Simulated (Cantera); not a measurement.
Charge: 1 mol PbO, 0.35 mol CO, 0.31 mol H₂, equilibrated at 1498.15 K and 0.000540 bar.

These are equilibrium values from Cantera (NASA tables, ideal gas, pure condensed phases), not measurements of a reactor. Candidate condensed phases: C, C₆H₆, C₇H₈, C₈H₁₈, H₂O, Pb, PbO, PbO₂, Pb₃O₄; 113 gas species. Gases not in the tables: (PbO)n polymers. Equilibrium is a limit: real reactors are often held back by kinetics, nucleation or transport.

**Question.** What is the equilibrium state?

**Answer.** 
- x(Pb): 0.411
- x(CO₂): 0.208
- x(PbO): 0.185
- x(H₂O): 0.185
- x(O₂): 0.00898
- x(CO): 0.000451
- x(OH): 0.000312
- x(H₂): 0.000155
- x(O): 1.61e-5
- gas amount: 1.675 mol
- log10 activity of Pb(l) (absent): -2.04
- log10 activity of C(graphite) (absent): -12.45
